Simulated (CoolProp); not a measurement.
Octamethylcyclotetrasiloxane (D4) along the isotherm 619 K: fugacity coefficient from the reference equation and from simpler models built on Tc = 586.5 K, pc = 1347 kPa, ω = 0.598; each cubic takes its own stable root.

Values from CoolProp's reference Helmholtz-energy equation of state, Thol 2015.

| p (kPa) | phase | reference | Soave-Redlich-Kwong | Peng-Robinson |
|---|---|---|---|---|
| 42.6 | gas | 0.9910 | 0.9914 | 0.9902 |
| 64.3 | gas | 0.9864 | 0.9870 | 0.9853 |
| 97 | gas | 0.9795 | 0.9804 | 0.9778 |
| 146 | gas | 0.9692 | 0.9705 | 0.9667 |
| 221 | gas | 0.9536 | 0.9556 | 0.9499 |
| 333 | gas | 0.9304 | 0.9334 | 0.9251 |
| 502 | gas | 0.8957 | 0.9004 | 0.8885 |
| 758 | gas | 0.8441 | 0.8512 | 0.8346 |
| 1140 | gas | 0.7687 | 0.7794 | 0.7572 |
| 1720 | supercritical | 0.6568 | 0.6724 | 0.6455 |
| 2600 | supercritical | 0.5101 | 0.5346 | 0.5068 |
| 3920 | supercritical | 0.3970 | 0.4275 | 0.3987 |
| 5920 | supercritical | 0.3255 | 0.3593 | 0.3277 |
| 8930 | supercritical | 0.2901 | 0.3275 | 0.2895 |
| 13500 | supercritical | 0.2918 | 0.3356 | 0.2843 |
